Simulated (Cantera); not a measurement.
A closed system holds: 1 mol B2O3, 0.093 mol O2, 28 mol H2, at 47.0 mbar.

Method: chemical equilibrium by Gibbs-energy minimisation in Cantera with the NASA 1993 tables (ideal gas, pure condensed phases). Candidate condensed phases: B, B2O3, B3O3H3, H2O; 23 gas species. Gases not in the tables: H3BO3. Kinetics and transport are ignored.

x: gas mole fraction; n: condensed amount in mol.

| T (°C) | x H2 | x HBO2 | x HBO | x B2O3 | x H2O | x H | x B2O2 | n B2O3(l) |
|---|---|---|---|---|---|---|---|---|
| 1302 | 0.981 | 0.0111 | 0.00332 | 0.00198 | 0.00278 | 0.000190 | 6.91e-5 | 0.738 |
| 1327 | 0.976 | ___ | ___ | ___ | 0.00259 | ___ | ___ | ___ |
| 1352 | 0.970 | 0.0154 | 0.00672 | 0.00484 | 0.00248 | 0.000321 | 0.000254 | 0.540 |
| 1377 | 0.962 | 0.0183 | 0.00920 | 0.00740 | 0.00244 | 0.000411 | 0.000454 | 0.380 |
| 1402 | 0.951 | ___ | ___ | ___ | 0.00245 | ___ | ___ | ___ |
| 1427 | 0.943 | 0.0244 | 0.0145 | 0.0139 | 0.00259 | 0.000660 | 0.00103 | 0 |
| 1452 | 0.942 | 0.0245 | 0.0150 | 0.0135 | 0.00283 | 0.000831 | 0.00105 | 0 |
| 1477 | 0.941 | 0.0246 | 0.0155 | 0.0131 | 0.00308 | 0.00104 | 0.00107 | 0 |
| 1502 | 0.940 | 0.0247 | 0.0160 | 0.0128 | 0.00334 | 0.00129 | 0.00109 | 0 |
| 1527 | 0.939 | 0.0248 | 0.0165 | 0.0125 | 0.00362 | 0.00160 | 0.00110 | 0 |
| 1552 | 0.938 | 0.0248 | 0.0170 | 0.0121 | 0.00391 | 0.00197 | 0.00111 | 0 |

### Question
What belongs in the gaps?

### Answer

- 1327, x HBO2: 0.0130
- 1327, x HBO: 0.00478
- 1327, x B2O3: 0.00312
- 1327, x H: 0.000248
- 1327, x B2O2: 0.000136
- 1327, n B2O3(l): 0.655
- 1402, x HBO2: 0.0220
- 1402, x HBO: 0.0123
- 1402, x B2O3: 0.0112
- 1402, x H: 0.000522
- 1402, x B2O2: 0.000773
- 1402, n B2O3(l): 0.159
